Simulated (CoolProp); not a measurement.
The fluid at 298.15 K and 0.688 MPa flows at 0.45 m/s in a round tube of 10 mm bore and 1.5 µm roughness, fully developed (64/Re and Nu = 3.66 if laminar; Colebrook and Gnielinski if turbulent). The same conditions are run with several fluids, on thermodynamics alone (safety and materials aside).

Values from CoolProp's reference Helmholtz-energy equation of state of each fluid (c-C4F8 (RC318): Platzer 1990; n-butane: Bücker 2006; benzene: Thol 2012; R227EA: Lemmon 2016; n-heptane: Span 2003). The equations of Platzer and Polt are older, rougher fits.

Task: Rank c-C4F8 (RC318), n-butane, benzene, R227EA, n-heptane by Reynolds number, highest first.

Result: R227EA (26000), c-C4F8 (RC318) (18400), n-butane (16200), n-heptane (7800), benzene (6500)

| fluid | Darcy friction factor | pressure drop (Pa/m) | heat-transfer coefficient (W/(m² K)) | mass flow (kg/h) |
|---|---|---|---|---|
| c-C4F8 (RC318) | 0.0267 | 406 | 863 | 191 |
| n-butane | 0.0276 | 160 | 998 | 73.0 |
| benzene | 0.0349 | 309 | 751 | 111 |
| R227EA | 0.0247 | 347 | 956 | 177 |
| n-heptane | 0.0332 | 229 | 769 | 86.5 |

Transport values come from each fluid's own correlations; those of c-C4F8 (RC318), R227EA are estimates that may be off by 10 % or more.
